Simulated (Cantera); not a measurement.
Fluorocarbon and chlorocarbon gases: c-C₄F₈ + H₂

Input: 1 mol c-C₄F₈, 1.4 mol H₂, at 827 °C and 1.33 mbar.

Equilibrium computed with Cantera from the NASA thermochemical tables; the gas is ideal and each condensed phase is pure. Candidate condensed phases: C, C₆H₆, C₇H₈, C₈H₁₈; 95 gas species. The feed counts by its element totals alone. Gases not in the tables: C₂F₆ and larger saturated fluorocarbons. Kinetics and transport are ignored.

```
Property            Value
--------------  ---------
x(HF)               0.683
x(CF₄)              0.317
n(C(graphite))   2.70 mol
gas amount      4.100 mol
```
